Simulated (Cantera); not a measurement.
**Ignition delay**

Mixture: H2 : O2 : N2 = 1 : 0.595 : 2.08 (molar parts), at 2100000 Pa, adiabatic and at constant volume. Ignition delay is the time to a rise of 400 K.

Detailed kinetics in Cantera: the H2/O2 subset of GRI-Mech 3.0, which has no nitrogen chemistry. The hydrogen kinetics of GRI-Mech 3.0 are dated; newer H2 mechanisms differ, most at raised pressure. The pressure lies above the range GRI-Mech 3.0 was tuned for (to about 10 atm).

| T0 (K) | delay (ms) |
|---|---|
| 1073 | 1.27 |
| 1123 | 0.481 |
| 1173 | 0.188 |
| 1223 | 0.0735 |
| 1273 | 0.0268 |
| 1323 | 0.00831 |

| Quantity | Value |
|---|---|
| apparent activation energy between 1223 and 1323 K | 290 kJ/mol |
